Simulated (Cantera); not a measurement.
A closed system holds: 1 mol AlN, 3.1 mol N₂, at 2775 °C.

These are equilibrium values from Cantera (NASA tables, ideal gas, pure condensed phases), not measurements of a reactor. Candidate condensed phases: Al, AlN; 5 gas species. Rates play no part.

x: gas mole fraction; nothing condenses.

```
P (Pa)    x N₂   x Al  x N     x Al₂
-------  -----  -----  ---  --------
1        0.778  0.217  [?]   3.95e-9
10       0.781  0.217  [?]   3.96e-8
100      0.782  0.217  [?]   3.97e-7
1000     0.782  0.217  [?]   3.97e-6
10000    0.783  0.217  [?]   3.97e-5
100000   0.783  0.217  [?]  0.000394
1000000  0.786  0.211  [?]   0.00373
```

Question: What belongs in the gaps?

Answer: 
- 1, x N: 0.00527
- 10, x N: 0.00167
- 100, x N: 0.000528
- 1000, x N: 0.000167
- 10000, x N: 5.28e-5
- 100000, x N: 1.67e-5
- 1000000, x N: 5.29e-6
